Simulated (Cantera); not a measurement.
An isothermal, constant-pressure homogeneous reactor starts with CH4 : N2 = 1 : 4.1 (molar parts), at 1550 K and 0.00207 atm.

Detailed kinetics in Cantera: GRI-Mech 3.0 (53 species, 325 reactions). GRI-Mech 3.0 stops at C3 and has no aromatics, soot or wall deposition, so with more carbon than oxygen in the feed, carbon stays in small species such as C2H2 where larger ones or solid carbon would form. Radical loss at walls, strong at low pressure, is not modelled.

x: mole fraction; the columns are a selection and need not sum to one.

| t (s) | x CH4 | x CH3 | x C2H4 | x C2H | x H | x HCN | x C2H2 |
|---|---|---|---|---|---|---|---|
| 0.000200 | 0.196 | ? | <1e-12 | <1e-12 | 4.47e-8 | <1e-12 | <1e-12 |
| 0.000659 | 0.196 | ? | <1e-12 | <1e-12 | 5.30e-8 | <1e-12 | <1e-12 |
| 0.00217 | 0.196 | ? | 1.43e-11 | <1e-12 | 5.31e-8 | <1e-12 | <1e-12 |
| 0.00717 | 0.196 | ? | 7.33e-10 | <1e-12 | 5.32e-8 | <1e-12 | <1e-12 |
| 0.0236 | 0.196 | ? | 2.94e-8 | <1e-12 | 5.40e-8 | <1e-12 | 8.30e-11 |
| 0.0779 | 0.196 | ? | 1.08e-6 | <1e-12 | 6.31e-8 | <1e-12 | 1.05e-8 |
| 0.257 | 0.196 | ? | 3.78e-5 | 2.30e-12 | 1.66e-7 | <1e-12 | 1.37e-6 |
| 0.847 | 0.192 | ? | 0.00114 | 2.67e-10 | 1.75e-6 | 4.39e-11 | 0.000198 |
| 2.79 | 0.143 | ? | 0.00650 | 2.03e-8 | 3.10e-5 | 1.16e-8 | 0.0157 |
| 9.20 | 0.0610 | ? | 0.000859 | 7.24e-8 | 8.66e-5 | 1.46e-7 | 0.0554 |
| 30.3 | 0.0169 | ? | 8.12e-5 | 1.28e-7 | 0.000152 | 5.76e-7 | 0.0747 |
| 100 | 0.00258 | ? | 1.01e-5 | 2.31e-7 | 0.000274 | 1.74e-6 | 0.0808 |

### Question
Some entries are withheld; supply them.

### Answer

- 0.000200, x CH3: 1.51e-7
- 0.000659, x CH3: 5.91e-7
- 0.00217, x CH3: 2.07e-6
- 0.00717, x CH3: 6.95e-6
- 0.0236, x CH3: 2.30e-5
- 0.0779, x CH3: 7.59e-5
- 0.257, x CH3: 0.000248
- 0.847, x CH3: 0.000779
- 2.79, x CH3: 0.00129
- 9.20, x CH3: 0.000623
- 30.3, x CH3: 0.000231
- 100, x CH3: 5.89e-5
